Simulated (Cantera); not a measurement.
Gas mixture: 33.6 % CH3OH, 66.4 % C2H4, at 2670 Pa, frozen composition.

Cantera's kinetic-theory transport with the Lennard-Jones parameters of GRI-Mech 3.0, ideal gas; thermal conductivity in the multicomponent form. Polar gases are described roughly by these parameters. The composition is frozen, though it would react at the higher temperatures.

One state of this run: ρ (kg/m³) = 0.0145; cp (J/kg/K) = 2499; μ (µPa s) = 20.7; λ (mW/m/K) = 69.3; Pr = 0.747; D (cm²/s) O = 37.6; D (cm²/s) NH3 = 26.7; D (cm²/s) N2 = 24.4. D: mixture-averaged diffusion coefficient of that species in the mixture.

Which value of T (K) does it belong to?
A) 1900
B) 1400
C) 2150
D) 650

D, 650
